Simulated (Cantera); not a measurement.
Input (Python, Cantera):

```python
import numpy as np
import cantera as ct

gas = ct.Solution("gri30.yaml")


def delay(T, t_max=10):
    gas.TPX = T, 1100000, {'CH4': 1, 'CO': 0.057, 'O2': 1.13, 'N2': 4.24}
    reactor = ct.IdealGasReactor(gas, clone=False)
    net = ct.ReactorNet([reactor])
    net.rtol, net.atol = 1e-8, 1e-16
    while net.time < t_max:
        t_old, T_old = net.time, reactor.T
        net.step()
        if reactor.T > T + 400:  # ignition: a rise of 400 K
            return t_old + (T + 400 - T_old) / (reactor.T - T_old) * (net.time - t_old)
    return np.nan


taus = []
for T in [1125, 1200, 1275, 1350, 1425]:
    taus.append(delay(T))
    print(f"T0 = {T:6g} K   tau = {taus[-1]:.4e} s")

# d ln(tau) / d ln(k), from doubling and halving each rate constant
T, sens = 1125, []
for i in range(gas.n_reactions):
    gas.set_multiplier(2.0, i)
    up = delay(T)
    gas.set_multiplier(0.5, i)
    down = delay(T)
    gas.set_multiplier(1.0, i)
    sens.append((np.log(up / down) / np.log(4.0), gas.reaction(i).equation))
sens.sort(key=lambda x: -abs(x[0]))
print(f"sensitivities at {T} K")
for s, eq in sens[:10]:
    print(f"{s:8.3f}  {eq}")
```

It prints:

```
T0 =   1125 K   tau = 1.6856e-02 s
T0 =   1200 K   tau = 6.1295e-03 s
T0 =   1275 K   tau = 2.4230e-03 s
T0 =   1350 K   tau = 1.0233e-03 s
T0 =   1425 K   tau = 4.5596e-04 s
sensitivities at 1125 K
   0.618  2 CH3 (+M) <=> C2H6 (+M)
  -0.421  CH3 + HO2 <=> CH3O + OH
  -0.407  CH2O + O2 <=> HCO + HO2
  -0.397  CH3 + O2 <=> CH2O + OH
  -0.252  CH3 + O2 <=> CH3O + O
   0.224  CH4 + H <=> CH3 + H2
  -0.188  CH2O + CH3 <=> CH4 + HCO
   0.175  CO + HO2 <=> CO2 + OH
  -0.131  CH3O + O2 <=> CH2O + HO2
  -0.120  H + O2 + N2 <=> HO2 + N2
```

Computed with Cantera and GRI-Mech 3.0 (53 species, 325 reactions).
